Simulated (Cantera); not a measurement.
A perfectly stirred reactor is fed with CH4 : C2H6 : O2 : N2 = 1 : 0.71 : 3.2 : 12 (molar parts), equivalence ratio 1.4, at 7500 Torr; it is adiabatic with a 450 K inlet, and is followed from long to short residence time, starting on the burning branch (τ in s: 0.15, 0.071, 0.034, 0.016, 0.0079, 0.0038, 0.0019, 0.00089, 0.00043, 0.00021, 0.0001, 4.8e-05).

Detailed kinetics in Cantera: GRI-Mech 3.0 (53 species, 325 reactions).

Problem. Predict: blow-out, bracketed by the residence times tried; x(CH4) at τ = 0.150 s; x(C2H6) at τ = 0.150 s; x(O2) at τ = 0.150 s; x(OH) at τ = 0.150 s; x(NO) at τ = 0.150 s; x(CH4) at τ = 1.90 ms; x(C2H6) at τ = 1.90 ms; x(O2) at τ = 1.90 ms; x(OH) at τ = 1.90 ms; x(NO) at τ = 1.90 ms.

Solution. 
```json
{
 "blow_out_bracketed_by_the_residence_times_tried": "burning at 0.100 ms, out at 48.0 µs",
 "x(CH4) at τ = 0.150 s": "0.000121",
 "x(C2H6) at τ = 0.150 s": "8.57e-8",
 "x(O2) at τ = 0.150 s": "2.20e-5",
 "x(OH) at τ = 0.150 s": "0.000110",
 "x(NO) at τ = 0.150 s": "4.10e-5",
 "x(CH4) at τ = 1.90 ms": "0.00221",
 "x(C2H6) at τ = 1.90 ms": "8.66e-6",
 "x(O2) at τ = 1.90 ms": "0.00117",
 "x(OH) at τ = 1.90 ms": "0.000183",
 "x(NO) at τ = 1.90 ms": "6.34e-5"
}
```
